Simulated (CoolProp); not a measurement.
Tetrahydrofuran at 293.15 K and 11.2 MPa is throttled through a valve to 3.63 MPa with no heat exchange. Each further row changes one setting.

Computed with CoolProp (reference Helmholtz-energy equation of state, Fiedler 2023).

```
case                      temperature change (K)  final density (kg/m³)
------------------------  ----------------------  ---------------------
as stated                             (withheld)             (withheld)
outlet pressure 1.09 MPa              (withheld)             (withheld)
outlet pressure 4.72 MPa              (withheld)             (withheld)
```

Q: Complete the blanks.

A: 
- as stated, temperature change (K): +3.2
- as stated, final density (kg/m³): 887
- outlet pressure 1.09 MPa, temperature change (K): +4.3
- outlet pressure 1.09 MPa, final density (kg/m³): 884
- outlet pressure 4.72 MPa, temperature change (K): +2.8
- outlet pressure 4.72 MPa, final density (kg/m³): 888
